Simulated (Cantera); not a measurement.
Charge: 1 mol Si2Cl6, 0.23 mol Cl2, a varied amount of N2, equilibrated at 5.85 Torr.

Method: chemical equilibrium by Gibbs-energy minimisation in Cantera with the NASA 1993 tables (ideal gas, pure condensed phases). Candidate condensed phases: Si, Si3N4; 13 gas species. The feed counts by its element totals alone. N2 is the only nitrogen source here; it is nearly inert below about 1500 K, so the nitride shown seldom forms there in practice. The tables' values for SiCl3 are old estimates. Equilibrium is a limit: real reactors are often held back by kinetics, nucleation or transport.

**Question.** What condenses at these points (T in K, n(N2) in mol): (1648, 25); (1348, 6.9); (1148, 6.9); (1348, 11); (1598, 11)?

**Answer.** 
| T (K) | n(N2) in mol | condensed phases | Si condensed (%) |
|---|---|---|---|
| 1648 | 25 | gas only | 0.0 |
| 1348 | 6.9 | Si3N4 | 9.9 |
| 1148 | 6.9 | Si3N4 | 18.9 |
| 1348 | 11 | Si3N4 | 8.7 |
| 1598 | 11 | gas only | 0.0 |
